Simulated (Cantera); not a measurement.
A perfectly stirred reactor is fed with CH4 : O2 : N2 = 0.024 : 0.017 : 1 (molar parts), at 6150 Torr; it is held at 1175 K, and followed from long to short residence time.

Model: GRI-Mech 3.0 (53 species, 325 reactions), integrated in Cantera.

x: mole fraction; the columns are a selection and need not sum to one.

```
τ (s)     x CH4      x O2    x H2O   x C2H    x HO2     x CO2
-------  ------  --------  -------  ------  -------  --------
9.7      0.0116  0.000942   0.0158  <1e-12  1.28e-7   0.00457
2.5      0.0118         …   0.0152  <1e-12        …         …
0.65     0.0126   0.00398   0.0135  <1e-12  9.69e-7   0.00251
0.17          …         …        …  <1e-12        …         …
0.044    0.0230    0.0163  6.95e-5  <1e-12  1.64e-7   9.80e-8
0.011    0.0230    0.0163  7.04e-6  <1e-12  6.23e-8   1.87e-9
0.0029   0.0231    0.0163  1.22e-6  <1e-12  4.38e-8  2.10e-10
0.00075  0.0231    0.0163  1.37e-7  <1e-12  3.17e-8  8.62e-12
```

**Question.** What belongs in the gaps?

**Answer.** 
- 2.5, x O2: 0.00197
- 2.5, x HO2: 3.73e-7
- 2.5, x CO2: 0.00367
- 0.17, x CH4: 0.0153
- 0.17, x O2: 0.00830
- 0.17, x H2O: 0.00916
- 0.17, x HO2: 2.02e-6
- 0.17, x CO2: 0.00104
